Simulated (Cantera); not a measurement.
A closed system holds: 1 mol SiH₄, 0.75 mol O₃, at 1273.15 K and 34.0 Pa.

Cantera equilibrium calculation (NASA polynomials, part measured and part estimated; ideal gas, pure solids and liquids). Candidate condensed phases: H₂O, Si, SiO₂; 18 gas species. The tables hold silica as quartz up to 1696 K and as liquid above; real silica turns to tridymite and cristobalite and melts near 1996 K. Rates play no part.

Problem. What is the equilibrium state?

Solution. 
```json
{
 "x(H₂)": "0.875",
 "x(H₂O)": "0.125",
 "x(H)": "3.63e-5",
 "n(SiO₂(β-quartz))": "1.00 mol",
 "gas_amount": "2.000 mol",
 "log10 activity of Si(s) (absent)": "-11.77"
}
```
